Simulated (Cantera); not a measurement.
Charge: 1 mol Nb2O5, 18 mol H2, 1.4 mol H2O, at 1.35 Torr.

Cantera equilibrium calculation (NASA polynomials, part measured and part estimated; ideal gas, pure solids and liquids). Candidate condensed phases: H2O, Nb, NbO, NbO2, Nb2O5; 12 gas species. Condensed phases not in the tables: the oxides between NbO2 and Nb2O5. Rates play no part. All values below are at 1652 °C.

Base state: H2 0.856, H2O 0.122, H 0.0209, NbO2 0.000647, OH 0.000257 (mole fractions); condensed: NbO2(s).

What changes in the equilibrium state with this change: Nb2O5 replaced by Cu2O?


```tsv
species	before	after
H2	0.856	0.777
H2O	0.122	0.111
Cu	0	0.0925
H	0.0209	0.0199
NbO2	0.000647	0
Cu2	0	2.34e-5
OH	0.000257	0.000245
NbO2(s), mol	1.99	0
```
Further candidate phases: Cu, CuO, Cu(OH)2, Cu2O.

What changes in the equilibrium state with this change: pressure from 1.35 Torr to 0.263 Torr?


```csv
species,before,after
H2,0.856,0.830
H2O,0.122,0.120
H,0.0209,0.0465
NbO2,0.000647,0.00333
O,4.67e-6,2.43e-5
OH,0.000257,0.000581
"NbO2(s), mol",1.99,1.93
```
